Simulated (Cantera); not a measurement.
Input (Python, Cantera) and output of one run.

```python
import numpy as np
import cantera as ct

gas_names = """
    B BH BH2 BH3 BO BO2 B2 B2O B2O2 B2O3 B3O3H3 H HBO HBO2 HO2 H2 H2O H2O2 H3B3O6 O OH O2 O3
""".split()
cond_names = """
    B(b) B(L) B2O3(L) B3O3H3(cr) H2O(s) H2O(L)
""".split()


# ... load() reads the species with a 1 bar reference pressure and builds the phases ...
atoms = {
    'B2O3': {'B': 2, 'O': 3},
    'O2': {'O': 2},
    'H2O': {'H': 2, 'O': 1},
}
top_T = {}  # K; cautious upper limits of use, not melting points


# ... equilibrate(T, P, feed) seeds the gas with the atoms and calls Mixture.equilibrate('TP', solver="vcs", rtol=1e-11, max_steps=5000) ...
results = []
feed = {'B2O3': 1, 'O2': 5.1, 'H2O': 0.21}  # mol
P = 133.322  # Pa
for T in [2048, 2073, 2098, 2123, 2148, 2173, 2198, 2223]:
    mix = equilibrate(T, P, feed)
    results.append((T, P, feed, dict(zip(mix.species_names, mix.species_moles))))

top = {s: max(r[3][s] / sum(r[3][g] for g in gas_names) for r in results) for s in gas_names}
cols = sorted((s for s in top if top[s] > 0.001), key=lambda s: -top[s])[:7]
seen = [c for c in cond_names if any(r[3].get(c, 0) > 1e-12 for r in results)]
print("log10 of partial pressures in bar; condensed amounts in mol")
print(f"{'T/K':>10s}" + "".join(f"{s[:9]:>10s}" for s in cols + seen))
for T, P, feed, n in results:
    ng = sum(n[g] for g in gas_names)
    print(f"{T:10.4g}" + "".join(f"{np.log10(max(n[s] / ng * P / 1e5, 1e-99)):10.3f}" for s in cols)
          + "".join(f"{n.get(c, 0):10.4g}" for c in seen))
```

Result:

```
log10 of partial pressures in bar; condensed amounts in mol
       T/K        O2       BO2      B2O3         O      HBO2        OH       H2O
      2048    -2.996    -4.063    -3.901    -4.516    -4.145    -5.338    -5.337
      2073    -3.000    -4.029    -3.914    -4.440    -4.153    -5.283    -5.325
      2098    -3.005    -3.997    -3.928    -4.365    -4.163    -5.229    -5.315
      2123    -3.009    -3.966    -3.944    -4.293    -4.174    -5.178    -5.305
      2148    -3.015    -3.937    -3.960    -4.222    -4.186    -5.129    -5.298
      2173    -3.021    -3.909    -3.978    -4.154    -4.199    -5.082    -5.292
      2198    -3.028    -3.883    -3.997    -4.087    -4.214    -5.038    -5.288
      2223    -3.035    -3.859    -4.017    -4.023    -4.231    -4.996    -5.287
```

Method: chemical equilibrium by Gibbs-energy minimisation in Cantera with the NASA 1993 tables (ideal gas, pure condensed phases).
